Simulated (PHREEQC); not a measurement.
0.02 g of hydrous ferric oxide (600 m²/g; 0.2 weak and 0.005 strong sites per Fe, Dzombak-Morel constants, diffuse double layer) in 1 kg of water with 0.05 mol/kgw of an inert sodium salt and 8e-07 mol/kgw CuCl2 and 5.4e-07 mol/kgw ZnCl2, at 25 °C; the pH is set by adding NaOH or the inert anion's acid. Oxygen alone is held at its pressure in air (log pO2 = -0.68). No CO2 enters from the air. Nothing may precipitate in this run.

Model: ion-association model, wateq4f.dat, run in PHREEQC.

Predict Cu sorbed (%), Zn sorbed (%), surface charge σ (C/m²) at pH = 5.33, 7.33, 8, 8.67, 11.33.


| pH | Cu sorbed (%) | Zn sorbed (%) | surface charge σ (C/m²) |
|---|---|---|---|
| 5.33 | 29.5 | 0.4 | 0.147 |
| 7.33 | 99.1 | 83.4 | 0.024 |
| 8 | 99.0 | 98.6 | 0.004 |
| 8.67 | 98.8 | 99.8 | -0.014 |
| 11.33 | 88.3 | 98.2 | -0.188 |

Species that the database lacks are ignored. The database's constant for dissolved Cu(OH)2 is higher than later reviews accept.
